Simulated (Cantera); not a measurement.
# Ammonia decomposition in nitride growth gas

An isothermal, constant-pressure homogeneous reactor starts with 79.4 % NH3, 20.6 % H2, at 2275 K and 1.30 bar.

Cantera simulation using the gas-phase N/H chemistry of the illustrative SiF4/NH3 mechanism in the Surface Chemkin manual (1991); the numbers are that mechanism's predictions, not measurements. Walls and surfaces, which speed up NH3 decomposition in real reactors, are not modelled.

```
t (s)        x NH3   x H2      x N2    x N2H4    x N2H2     x NH     x NH2
--------  --------  -----  --------  --------  --------  -------  --------
3.00e-6      0.792  0.207   4.98e-7   5.74e-8   5.07e-7  4.50e-6  0.000823
1.86e-5      0.785  0.210  0.000863   9.31e-7   1.68e-5  6.61e-5   0.00330
0.000115     0.737  0.245    0.0142   9.80e-7   1.84e-5  7.65e-5   0.00339
0.000711     0.515  0.405    0.0766   5.60e-7   1.07e-5  7.41e-5   0.00256
0.00440     0.0969  0.707     0.194   5.53e-8   1.37e-6  4.58e-5  0.000805
0.0273    0.000452  0.773     0.220  1.24e-11  7.76e-10  2.31e-6   1.21e-5
0.169      3.99e-5  0.773     0.220    <1e-12  9.05e-12  2.07e-7   1.07e-6
1.04       7.61e-6  0.773     0.221    <1e-12  3.15e-12  3.94e-8   2.04e-7
6.46       5.59e-6  0.773     0.221    <1e-12  3.04e-12  2.90e-8   1.50e-7
40.0       5.59e-6  0.773     0.221    <1e-12  3.04e-12  2.90e-8   1.50e-7
```
x: mole fraction; the columns are a selection and need not sum to one.

Equilibrium at this temperature and pressure: NH3 5.59e-6, H2 0.773, N2 0.221, N2H4 <1e-12, N2H2 3.04e-12, NH 2.90e-8, NH2 1.50e-7 (gas phase only).
